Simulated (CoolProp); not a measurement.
The fluoroketone C6F12O (FK-5-1-12) along the isotherm 500 K: Z from the reference equation and from simpler models built on Tc = 441.8 K, pc = 1869 kPa, ω = 0.471; each cubic takes its own stable root.

Computed with CoolProp (reference Helmholtz-energy equation of state, McLinden 2015).

```tsv
p (kPa)	phase	reference	Pitzer virial	Redlich-Kwong	Soave-Redlich-Kwong	Peng-Robinson
58.4	gas	0.9931	0.9932	0.9926	0.9935	0.9924
117	gas	0.9862	0.9864	0.9850	0.9869	0.9848
175	gas	0.9793	0.9797	0.9776	0.9803	0.9772
234	gas	0.9723	0.9728	0.9699	0.9736	0.9695
292	gas	0.9653	0.9661	0.9623	0.9670	0.9619
350	gas	0.9584	0.9593	0.9546	0.9603	0.9542
409	gas	0.9513	0.9524	0.9468	0.9535	0.9464
467	gas	0.9443	0.9457	0.9390	0.9468	0.9387
526	gas	0.9371	0.9388	0.9310	0.9400	0.9309
584	gas	0.9301	0.9321	0.9231	0.9332	0.9231
642	gas	0.9229	0.9254	0.9151	0.9263	0.9154
701	gas	0.9157	0.9185	0.9069	0.9194	0.9075
759	gas	0.9085	0.9118	0.8988	0.9125	0.8997
818	gas	0.9011	0.9049	0.8905	0.9054	0.8917
876	gas	0.8938	0.8982	0.8822	0.8985	0.8839
935	gas	0.8864	0.8913	0.8738	0.8914	0.8759
```
